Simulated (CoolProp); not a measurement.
R365MFC along the isotherm 428.8 K: fugacity coefficient from the reference equation and from simpler models built on Tc = 460.0 K, pc = 3.266 MPa, ω = 0.377; each cubic takes its own stable root.

Values from CoolProp's reference Helmholtz-energy equation of state, Lemmon 2016.

```tsv
p (MPa)	phase	reference	Soave-Redlich-Kwong	Peng-Robinson
2.97	liquid	0.4944	0.5135	0.4959
5.94	liquid	0.2825	0.2989	0.2838
8.91	liquid	(withheld)	0.2296	0.2147
11.9	liquid	0.1817	0.1971	0.1815
14.8	liquid	0.1645	0.1801	0.1636
17.8	liquid	0.1544	0.1703	(withheld)
20.8	liquid	0.1488	(withheld)	0.1462
23.8	liquid	0.1462	0.1635	0.1427
26.7	liquid	0.1457	0.1638	0.1413
29.7	liquid	(withheld)	0.1660	(withheld)
32.7	liquid	0.1495	0.1697	0.1428
```

**Question.** Some entries are withheld; supply them.

**Answer.** 
- 8.91, reference: 0.2141
- 17.8, Peng-Robinson: 0.1527
- 20.8, Soave-Redlich-Kwong: 0.1653
- 29.7, reference: 0.1469
- 29.7, Peng-Robinson: 0.1414
